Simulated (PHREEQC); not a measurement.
Model water analysis in mg/kgw, 55 °C, pH 7.2, pe -1.9:

```tsv
constituent	mg/kgw
Na	1490
K	45.4
Ca	51.6
Mg	212
Cl	1960
S(6) as SO4	1650
Alkalinity as HCO3	29.7
Si as SiO2	48.9
```

Valence states are taken as typed.

Model: ion-association model, wateq4f.dat, run in PHREEQC.

No solid was allowed to form.

Problem. What ionic strength, charge-balance error does the model give?

Solution. ionic strength 0.0957 mol/kgw; charge-balance error -2.6 %.

Problem. In which forms is Mg present?

Solution. Mg+2 57 %, MgSO4 43 % of the Mg.

Saturation is exceeded, for instance for Quartz (slow to form), Chalcedony (slow to form); the values hold only as long as no solid forms. Constants without temperature data keep their 25 °C values here.
